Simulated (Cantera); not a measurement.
Cantera with NASA thermochemical tables; ideal gases at 1 bar, condensed phases pure. Values are per mole of reaction as written; species without (g) are pure solids or liquids, kept so even where they would boil at 1 bar.

a) 2 Ni + S2(g) → 2 NiS
b) 1.5 Ni + S2(g) → 0.5 Ni3S4
c) 2 Pb + S2(g) → 2 PbS(g)
d) 2 Ba + S2(g) → 2 BaS
e) 2 Ca + S2(g) → 2 CaS
f) C + S2(g) → CS2(g)
g) 2 H2(g) + S2(g) → 2 H2S(g)

Task: Order these by ΔG° at 500 K, most negative first.

Result: e (-975 kJ), d (-958 kJ), a (-214 kJ), b (-190 kJ), g (-129 kJ), f (-14 kJ), c (64 kJ)
